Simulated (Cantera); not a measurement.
Charge: 1 mol Ti(OiPr)4, 16 mol H2O, a varied amount of H2, at 1452 °C and 10.0 Torr.

Method: chemical equilibrium by Gibbs-energy minimisation in Cantera with the NASA 1993 tables (ideal gas, pure condensed phases). Candidate condensed phases: C, C6H6, C7H8, C8H18, H2O, Ti, TiC, TiO, TiO2, Ti2O3, Ti3O5, Ti4O7; 113 gas species. The feed counts by its element totals alone. Condensed phases not in the tables: Magnéli phases beyond Ti4O7. Rates play no part.

log p: log10 of the partial pressure in bar; n: condensed amount in mol.

```
n(H2) (mol)  log p H2    log p CO   log p H2O   log p CO2  n TiO2(rutile)  n Ti4O7(s)  n Ti3O5(s)
-----------  --------  ----------  ----------  ----------  --------------  ----------  ----------
38              -1.98       -2.71       -3.02       -4.30           1.000           0           0
47              -1.97       -2.76       -3.07       -4.40           1.000           0           0
58              -1.96       -2.80       -3.11       -4.51           1.000           0           0
72              -1.95       -2.86       -3.15       -4.61               0       0.250           0
89              -1.94  (withheld)  (withheld)  (withheld)               0       0.250           0
110             -1.93       -2.98       -3.27       -4.87               0       0.250           0
140             -1.92       -3.06       -3.35       -5.03               0       0.250           0
170             -1.91       -3.13       -3.41       -5.17               0       0.250           0
210             -1.91       -3.20       -3.49       -5.33               0       0.250           0
260             -1.90       -3.28       -3.56       -5.48               0           0       0.333
320             -1.90  (withheld)  (withheld)  (withheld)               0           0       0.333
400             -1.89       -3.44       -3.72       -5.82               0           0       0.333
500             -1.89       -3.53       -3.81       -6.00               0           0       0.333
```

Task: Some entries are withheld; supply them.

Result: 
- 320, log p CO: -3.36
- 320, log p H2O: -3.64
- 320, log p CO2: -5.64
- 89, log p CO: -2.92
- 89, log p H2O: -3.21
- 89, log p CO2: -4.74
